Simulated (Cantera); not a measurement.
Charge: 1 mol CH3SiH3, 0.14 mol C2H2, 630 mol H2, at 1950 K and 7.50 Torr.

Method: chemical equilibrium by Gibbs-energy minimisation in Cantera with the NASA 1993 tables (ideal gas, pure condensed phases). Candidate condensed phases: C, C6H6, C7H8, C8H18, Si, SiC; 87 gas species. The feed counts by its element totals alone. The numbers say what is thermodynamically allowed, not how fast it happens.

Task: What is the equilibrium state?

Result: 
| Property | Value |
|---|---|
| x(H2) | 0.988 |
| x(H) | 0.0114 |
| x(C2H2 (acetylene)) | 0.000298 |
| x(Si) | 0.000145 |
| x(SiH) | 1.10e-5 |
| x(SiH2) | 4.78e-6 |
| x(CH4) | 3.53e-6 |
| x(Si2C) | 3.21e-6 |
| x(SiC2) | 2.62e-6 |
| n(SiC(s)) | 0.892 mol |
| gas amount | 636.9 mol |
| log10 activity of C(graphite) (absent) | -0.13 |
| log10 activity of Si(l) (absent) | -1.21 |
